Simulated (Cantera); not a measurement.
Input (Python, Cantera) and output of one run.

```python
import numpy as np
import cantera as ct

gas_names = """
    CL CL2 Cs CsCL Cs2 Cs2CL2 H HCL H2 N NH NH2 NH3 N2 N2H2 N2H4
""".split()
cond_names = """
    Cs(cr) Cs(L) CsCL(a) CsCL(b) CsCL(L) NH4CL(a) NH4CL(b)
""".split()


def load(file, names, dense=False):
    # The tables refer to 1 bar. Condensed volumes are neglected.
    table = {s.name: s for s in ct.Species.list_from_file(file)}
    out = []
    for n in names:
        d = dict(table[n].input_data)
        d["thermo"] = dict(d["thermo"], **{"reference-pressure": 1e5})
        if dense:
            d["equation-of-state"] = {"model": "constant-volume", "density": "1e6 g/cm^3"}
        out.append(ct.Species.from_dict(d))
    return out


gas = ct.Solution(thermo="ideal-gas", species=load("nasa_gas.yaml", gas_names))
cond = {s.name: ct.Solution(thermo="fixed-stoichiometry", species=[s], name=s.name)
        for s in load("nasa_condensed.yaml", cond_names, dense=True)}
atoms = {
    'CsCl': {'Cs': 1, 'CL': 1},
    'HCl': {'H': 1, 'CL': 1},
    'N2': {'N': 2},
}
top_T = {}  # K; cautious upper limits of use, not melting points


def equilibrate(T, P, feed):
    n = {}
    for name, mol in feed.items():
        for a, k in atoms[name].items():
            n[a] = n.get(a, 0.0) + k * mol
    gas.TPX = T, P, n
    mass = sum(n.values()) * gas.mean_molecular_weight
    gas.equilibrate("TP")
    valid = [c for c in cond.values() if c.min_temp <= T <= top_T.get(c.name, c.max_temp)]
    mix = ct.Mixture([(gas, mass / gas.mean_molecular_weight)] + [(c, 0.0) for c in valid])
    mix.T, mix.P = T, P
    mix.equilibrate("TP", solver="vcs", rtol=1e-11, max_steps=5000)
    return mix


results = []
T = 2150  # K
P = 0.17  # Pa
for m in [25, 32, 41, 52, 66, 83, 110, 140, 170, 220, 280, 350, 450]:
    feed = {'CsCl': 1, 'HCl': 0.12, 'N2': m}  # mol
    mix = equilibrate(T, P, feed)
    results.append((T, P, feed, dict(zip(mix.species_names, mix.species_moles))))

top = {s: max(r[3][s] / sum(r[3][g] for g in gas_names) for r in results) for s in gas_names}
cols = sorted((s for s in top if top[s] > 1e-06), key=lambda s: -top[s])[:7]
seen = [c for c in cond_names if any(r[3].get(c, 0) > 1e-12 for r in results)]
print("log10 of partial pressures in bar; condensed amounts in mol")
print(f"{'n(N2)':>10s}" + "".join(f"{s[:9]:>10s}" for s in cols + seen))
for T, P, feed, n in results:
    ng = sum(n[g] for g in gas_names)
    print(f"{feed['N2']:10.4g}" + "".join(f"{np.log10(max(n[s] / ng * P / 1e5, 1e-99)):10.3f}" for s in cols)
          + "".join(f"{n.get(c, 0):10.4g}" for c in seen))
```

Result:

```
log10 of partial pressures in bar; condensed amounts in mol
     n(N2)        N2        CL        Cs         H      CsCL       HCL         N
        25    -5.806    -7.175    -7.227    -8.127    -8.499   -10.417   -11.073
        32    -5.798    -7.271    -7.322    -8.226    -8.690   -10.612   -11.069
        41    -5.792    -7.369    -7.420    -8.328    -8.886   -10.811   -11.066
        52    -5.788    -7.465    -7.515    -8.426    -9.078   -11.005   -11.064
        66    -5.784    -7.563    -7.613    -8.525    -9.273   -11.202   -11.062
        83    -5.781    -7.658    -7.708    -8.622    -9.463   -11.394   -11.060
       110    -5.778    -7.776    -7.825    -8.741    -9.698   -11.631   -11.059
       140    -5.776    -7.877    -7.927    -8.844    -9.902   -11.836   -11.058
       170    -5.775    -7.960    -8.009    -8.927   -10.067   -12.001   -11.057
       220    -5.774    -8.070    -8.119    -9.038   -10.287   -12.222   -11.057
       280    -5.773    -8.173    -8.222    -9.141   -10.493   -12.429   -11.056
       350    -5.772    -8.269    -8.318    -9.237   -10.684   -12.621   -11.056
       450    -5.772    -8.377    -8.426    -9.346   -10.901   -12.837   -11.056
```

Equilibrium computed with Cantera from the NASA thermochemical tables; the gas is ideal and each condensed phase is pure.
